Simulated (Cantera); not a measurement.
Charge: 1 mol HMDSO, 1.5 mol H₂O, 0.62 mol H₂, at 973 K and 10.0 mbar.

These are equilibrium values from Cantera (NASA tables, ideal gas, pure condensed phases), not measurements of a reactor. Candidate condensed phases: C, C₆H₆, C₇H₈, C₈H₁₈, H₂O, Si, SiC, SiO₂; 123 gas species. The feed counts by its element totals alone. Equilibrium is a limit: real reactors are often held back by kinetics, nucleation or transport.

Base state: H₂ 0.999, CH₄ 0.00128 (mole fractions); condensed: C(graphite) + SiC(s) + SiO₂(β-quartz).

What changes in the equilibrium state with this change: H₂O from 1.5 to 5.6 mol?


| species | before | after |
|---|---|---|
| H₂ | 0.999 | 0.853 |
| CO | 4.52e-6 | 0.145 |
| CH₄ | 0.00128 | 0.000935 |
| H₂O | 2.81e-8 | 0.000769 |
| CO₂ | <1e-9 | 0.000211 |
| C(graphite), mol | 5.24 | 3.40 |
| SiC(s), mol | 0.750 | 0 |
| SiO₂(β-quartz), mol | 1.25 | 2.00 |
